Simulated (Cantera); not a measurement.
Feed: 1 mol Pb, 18 mol H2, held at 525 °C and 113 Torr.

These are equilibrium values from Cantera (NASA tables, ideal gas, pure condensed phases), not measurements of a reactor. Candidate condensed phases: Pb; 4 gas species. The numbers say what is thermodynamically allowed, not how fast it happens.

Base state: H2 1.00 (mole fractions); condensed: Pb(l).

Q: What changes in the equilibrium state with this change: temperature from 525 °C to 1177 °C?

A: 
```tsv
species	before	after
H2	1.00	0.947
Pb	3.84e-7	0.0526
H	<1e-9	2.38e-5
Pb(l), mol	1.000	0
```
